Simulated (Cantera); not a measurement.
An isothermal, constant-pressure homogeneous reactor starts with C2H6 : N2 = 1 : 200 (molar parts), at 1950 K and 21.0 Torr. Integrator tolerance rtol = 1e-08.

Detailed kinetics in Cantera: GRI-Mech 3.0 (53 species, 325 reactions). GRI-Mech 3.0 stops at C3 and has no aromatics, soot or wall deposition, so with more carbon than oxygen in the feed, carbon stays in small species such as C2H2 where larger ones or solid carbon would form. Radical loss at walls, strong at low pressure, is not modelled.

**Question.** What does this change do: N2 200 to 1100 parts?

**Answer.** 
| quantity | before | after |
|---|---|---|
| x(C2H6) at 50.0 s | <1e-12 (gas-phase equilibrium <1e-12) | <1e-12 (gas-phase equilibrium <1e-12) |
| x(CH4) at 50.0 s | 5.96e-9 (gas-phase equilibrium 7.66e-9) | 1.94e-10 (gas-phase equilibrium 1.07e-10) |
| x(H) at 50.0 s | 0.000673 (gas-phase equilibrium 0.000673) | 0.000281 (gas-phase equilibrium 0.000282) |
| x(HCN) at 50.0 s | 0.000260 (gas-phase equilibrium 0.00943) | 0.000168 (gas-phase equilibrium 0.00179) |
| x(C2H4) at 50.0 s | 1.14e-8 (gas-phase equilibrium 4.81e-10) | 3.43e-10 (gas-phase equilibrium 3.01e-12) |
